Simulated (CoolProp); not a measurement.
Vapour-liquid equilibrium of CHF3 (R23) (1) + R13 (2) at -63.85 °C; x and y are mole fractions of (1).

Values from CoolProp's multi-fluid Helmholtz-energy mixture model, Penoncello 2003 and Platzer 1990; pair parameters Bell 2016. This equation is an older, rougher fit; its heat capacities, sound speeds and derivatives of the liquid may be far off and weren't checked against measurements.

```
x     bubble pressure (bar)  y at the bubble point  dew pressure at overall composition x (bar)  liquid density (mol/L)
----  ---------------------  ---------------------  -------------------------------------------  ----------------------
0.05                  2.619                  0.129                                        2.464                   14.05
0.2                   3.067                  0.339                                        2.766                   14.58
0.35                  3.264                  0.447                                        3.090                   15.21
0.5                   3.334                  0.523                                        3.321                   15.96
0.65                  3.315                  0.598                                        3.258                   16.86
0.8                   3.183                  0.698                                        2.994                   17.92
0.95                  2.824                  0.887                                        2.704                   19.16
```

y crosses x between x = 0.5 and 0.65: the model has an azeotrope there.

Pair parameters are fitted to limited data, so mixtures are less certain than the pure fluids.
